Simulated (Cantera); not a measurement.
Equilibrium for calcination and drying: MgSO₄ + CO₂

Charge: 1 mol MgSO₄, 0.27 mol CO₂, equilibrated at 72.0 Pa.

Cantera equilibrium calculation (NASA polynomials, part measured and part estimated; ideal gas, pure solids and liquids). Candidate condensed phases: C, Mg, MgCO₃, MgO, MgS, MgSO₄, S; 26 gas species. Kinetics and transport are ignored.

```csv
T (°C),x CO₂,x SO₂,x O₂,x O,x CO,x SO,x Mg,n MgSO₄(s),n MgO(s)
300,1.00,1.34e-11,2.61e-10,<1e-12,<1e-12,<1e-12,<1e-12,1.00,0
500,1.000,4.73e-5,2.36e-5,<1e-12,2.13e-11,<1e-12,<1e-12,1.000,0
700,0.770,0.152,0.0758,6.94e-10,2.47e-9,1.43e-11,<1e-12,0.946,0.0541
900,0.153,0.563,0.282,2.76e-7,9.77e-8,1.62e-8,<1e-12,0,1.00
1100,0.153,0.565,0.282,1.22e-5,6.53e-6,1.48e-6,<1e-12,0,1.00
1300,0.152,0.565,0.282,0.000207,0.000148,4.28e-5,2.84e-9,0,1.00
1500,0.151,0.563,0.282,0.00186,0.00164,0.000576,1.57e-6,0,1.000
1700,0.140,0.553,0.281,0.0107,0.0104,0.00451,0.000236,0,1.000
1900,0.104,0.501,0.276,0.0445,0.0369,0.0223,0.0139,0,0.972
```
x: gas mole fraction; n: condensed amount in mol.

From 300 °C to 500 °C the condensed part is MgSO₄(s). At 700 °C the condensed part is MgO(s) + MgSO₄(s). From 900 °C to 1900 °C the condensed part is MgO(s).
